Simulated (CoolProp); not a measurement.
Properties of water along the isotherm 655.1 K (Tc = 647.1 K, pc = 22.06 MPa, ω = 0.344).

Model: reference Helmholtz-energy equation of state, Wagner 2002, in CoolProp.

```csv
p (MPa),phase,density (kg/m³),cp (kJ/(kg K)),isothermal compressibility (1/MPa)
9.09,gas,35.44,3.134,0.1330
18.2,gas,96.51,7.075,0.1071
27.3,supercritical,487.1,14.23,0.03697
36.4,supercritical,570.7,7.724,0.009703
45.5,supercritical,610.3,6.449,0.005763
54.5,supercritical,637.6,5.853,0.004163
63.6,supercritical,659.3,5.486,0.003270
72.7,supercritical,677.4,5.233,0.002704
81.8,supercritical,692.9,5.045,0.002310
90.9,supercritical,706.7,4.899,0.002021
100,supercritical,719.1,4.780,0.001798
```

The peak of cp marks the crossing from liquid-like to gas-like fluid above the critical point.
